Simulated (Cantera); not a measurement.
Charge: 1 mol C₂F₆, 1.2 mol HCl, 1.6 mol H₂, at 1525 °C and 10000 Pa.

These are equilibrium values from Cantera (NASA tables, ideal gas, pure condensed phases), not measurements of a reactor. Candidate condensed phases: C, C₆H₆, C₇H₈, C₈H₁₈; 118 gas species. The feed counts by its element totals alone. Gases not in the tables: C₂F₆ and larger saturated fluorocarbons. Rates play no part.

Base state: HF 0.723, Cl 0.127, CF₄ 0.0805, HCl 0.0496, Cl₂ 0.0164, CF₂ 0.00155, CClF₃ 0.00144, F 0.000398 (mole fractions); condensed: C(graphite).

**Question.** What changes in the equilibrium state with this change: temperature from 1525 °C to 752 °C?

**Answer.** 
```csv
species,before,after
HF,0.723,0.634
HCl,0.0496,0.228
CF₄,0.0805,0.134
Cl,0.127,9.57e-5
Cl₂,0.0164,0.00293
CF₂,0.00155,1.44e-9
F,0.000398,<1e-9
CF₃,0.000171,2.62e-9
ClF,9.92e-5,4.74e-9
"C(graphite), mol",1.52,1.31
```
